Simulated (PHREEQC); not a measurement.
# Sulfide liquor

A solution holds 0.039 mol/kgw NH4HS, at 20 °C. Closed to the air; pH follows from the charge balance.

The numbers come from PHREEQC with the ion-association model, phreeqc.dat.

Each row changes one thing in this solution. Precipitation was switched off in this run.

```tsv
case	pH	ionic strength (mol/kgw)
as made	8.21	0.0371
0.018 mol/kgw H2SO4 added	___	0.0508
temperature from 20 to 90 °C	7.08	0.0317
NH4HS from 0.039 to 0.0078 mol/kgw	8.21	0.00737
temperature from 20 to 40 °C	___	0.0362
0.0062 mol/kgw CO2 added	7.63	0.0385
NH4HS replaced by H2S at the same molality	4.21	___
0.0076 mol/kgw Ca(OH)2 added	9.31	0.0465
NH4HS replaced by (NH4)2HPO4 at the same molality	8.06	0.112
```

Task: Some entries are withheld; supply them.

Result: 
- 0.018 mol/kgw H2SO4 added, pH: 5.83
- temperature from 20 to 40 °C, pH: 7.79
- NH4HS replaced by H2S at the same molality, ionic strength (mol/kgw): 6.22e-5

Species that the database lacks are ignored. Constants without temperature data keep their 25 °C values here.
